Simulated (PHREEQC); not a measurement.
Acid rinse or clean

Solution (90 °C): 0.036 mol HBr and 0.053 mol ZnSO4 per kg of water. Closed to the air; pH follows from the charge balance.

All values are PHREEQC results (ion-association model, phreeqc.dat), not measurements.

| Quantity | Result |
|---|---|
| pH | 2.04 |
| ionic strength | 0.139 mol/kgw |
| specific conductance | 28700 µS/cm |
| density | 0.975 g/cm³ |
| total alkalinity | -36.0 meq/kg |

| species | molality | activity | log γ |
|---|---|---|---|
| Zn+2 | 0.0380 | 0.0111 | -0.534 |
| Br- | 0.0359 | 0.0249 | -0.158 |
| HSO4- | 0.0244 | 0.0179 | -0.135 |
| ZnSO4 | 0.0139 | 0.0144 | 0.014 |
| SO4-2 | 0.0127 | 0.00366 | -0.540 |
| H+ | 0.0116 | 0.00917 | -0.102 |
| Zn(SO4)2-2 | 0.000981 | 0.000284 | -0.538 |

No solid was allowed to form. Constants without temperature data keep their 25 °C values here.
